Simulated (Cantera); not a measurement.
# n-butane + H2O + N2 (carbon deposition, reforming and gasification)

Feed: 1 mol n-butane, a varied amount of H2O, 1.8 mol N2, held at 825 °C and 1.00 bar.

Equilibrium computed with Cantera from the NASA thermochemical tables; the gas is ideal and each condensed phase is pure. Candidate condensed phases: C, C6H6, C7H8, C8H18, H2O; 136 gas species. The numbers say what is thermodynamically allowed, not how fast it happens.

| n(H2O) (mol) | x H2 | x N2 | x CO | x CH4 | x H2O | x CO2 | x NH3 | x HCN | n C(graphite) |
|---|---|---|---|---|---|---|---|---|---|
| 0.079 | 0.707 | 0.264 | 0.0108 | 0.0182 | 0.000703 | 1.07e-5 | 9.79e-5 | 9.36e-6 | 3.80 |
| 0.15 | 0.702 | 0.258 | 0.0202 | 0.0180 | 0.00130 | 3.70e-5 | 9.60e-5 | 9.24e-6 | 3.73 |
| 0.22 | 0.698 | 0.253 | 0.0290 | 0.0178 | 0.00185 | 7.65e-5 | 9.42e-5 | 9.12e-6 | 3.67 |
| 0.29 | 0.694 | 0.249 | 0.0374 | 0.0176 | 0.00238 | 0.000128 | 9.25e-5 | 9.01e-6 | 3.60 |
| 0.36 | 0.690 | 0.244 | 0.0456 | 0.0174 | 0.00288 | 0.000189 | 9.09e-5 | 8.90e-6 | 3.53 |
| 0.43 | 0.686 | 0.240 | 0.0534 | 0.0172 | 0.00336 | 0.000260 | 8.93e-5 | 8.80e-6 | 3.47 |
| 0.5 | 0.682 | 0.236 | 0.0610 | 0.0170 | 0.00382 | 0.000339 | 8.78e-5 | 8.70e-6 | 3.40 |
x: gas mole fraction; n: condensed amount in mol.

From 0.079 mol H2O to 0.5 mol H2O the condensed part is C(graphite). The main C-bearing gas is CH4 at 0.079 mol H2O and CO at 0.5 mol H2O. The share of C in condensed phases is highest at 0.079 mol H2O (95.0 %) and lowest at 0.5 mol H2O (85.0 %).
